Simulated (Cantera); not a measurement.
Charge: 1 mol MgCO₃, 0.13 mol C, 0.73 mol H₂, at 1973.15 K and 0.133 bar.

Cantera equilibrium calculation (NASA polynomials, part measured and part estimated; ideal gas, pure solids and liquids). Candidate condensed phases: C, C₆H₆, C₇H₈, C₈H₁₈, H₂O, Mg, MgCO₃, MgO, Mg(OH)₂; 116 gas species. Kinetics and transport are ignored.

Base state: CO 0.408, H₂O 0.268, CO₂ 0.199, H₂ 0.123, H 0.00130, OH 0.000269, Mg 3.54e-5 (mole fractions); condensed: MgO(s).

Problem. What changes in the equilibrium state with this change: pressure from 0.133 bar to 80.0 Pa?

Solution. 
| species | before | after |
|---|---|---|
| CO | 0.408 | 0.397 |
| H₂O | 0.268 | 0.261 |
| CO₂ | 0.199 | 0.200 |
| H | 0.00130 | 0.0162 |
| H₂ | 0.123 | 0.115 |
| Mg | 3.54e-5 | 0.00569 |
| O₂ | 1.97e-6 | 0.000353 |
| O | 2.09e-6 | 0.000361 |
| MgO | 9.07e-8 | 1.51e-5 |
| MgO(s), mol | 1.000 | 0.989 |

Problem. What changes in the equilibrium state with this change: H₂ from 0.73 to 0.074 mol?

Solution. 
```json
[
 {"species": "CO₂", "before": "0.199", "after": "0.666"},
 {"species": "CO", "before": "0.408", "after": "0.272"},
 {"species": "H₂O", "before": "0.268", "after": "0.0561"},
 {"species": "H₂", "before": "0.123", "after": "0.00511"},
 {"species": "Mg", "before": "3.54e-5", "after": "7.05e-6"},
 {"species": "O₂", "before": "1.97e-6", "after": "4.98e-5"},
 {"species": "O", "before": "2.09e-6", "after": "1.05e-5"},
 {"species": "H", "before": "0.00130", "after": "0.000264"},
 {"species": "MgO(s), mol", "before": "1.000", "after": "1.000"}
]
```
